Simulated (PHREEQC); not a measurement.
Dissolve 0.036 mol/kgw NH3, 2.5e-06 mol/kgw H4SiO4 and 0.088 mol/kgw KH2PO4 at 25 °C and 300 atm. Closed to the air; pH follows from the charge balance.

Equilibrium calculation in PHREEQC: ion-association model, phreeqc.dat.

```json
[
 {"quantity": "pH", "before": "6.53", "after": "6.75"},
 {"quantity": "NH3 (mol/kgw)", "before": "4.43e-5", "after": "9.33e-6"}
]
```

Problem. Which change was made?
A. H4SiO4 left out
B. KH2PO4 replaced by KOH at the same molality
C. temperature from 25 to 85 °C
D. H4SiO4 replaced by K2SiO3 at the same molality
E. diluted 10-fold with water

Solution. E, diluted 10-fold with water

No solid was allowed to form. Under pressure, the constants of complexes without a molar volume in the database are unreliable.
